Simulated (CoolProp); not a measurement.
Model: reference Helmholtz-energy equation of state, Wagner 2002, in CoolProp.

Task: Give the vapour pressure (kPa), liquid density (kg/m³), liquid cp (kJ/(kg K)), liquid viscosity (µPa s) of saturated water at 256.55 °C.

Result: 
```tsv
T (°C)	p (kPa)	liquid density (kg/m³)	liquid cp (kJ/(kg K))	liquid viscosity (µPa s)
256.55	4430	789	4.94	103
```

Viscosity comes from a separate model (Huber 2009).
